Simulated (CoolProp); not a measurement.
Vapour-liquid equilibrium of dimethyl ether (1) + R227EA (2) at 635 kPa; x and y are mole fractions of (1).

The numbers come from the multi-fluid Helmholtz-energy mixture model, Wu 2011 and Lemmon 2016; pair parameters Bell 2016 in CoolProp.

Give the bubble temperature and the first vapour's composition at x = 0.25, 0.45, 0.65. Is there an azeotrope?

x = 0.25: 41.9 °C, y = 0.218; x = 0.45: 41.5 °C, y = 0.505; x = 0.65: 37.0 °C, y = 0.761. y crosses x between x = 0.25 and 0.35: the model has an azeotrope there.

Pair parameters are fitted to limited data, so mixtures are less certain than the pure fluids.
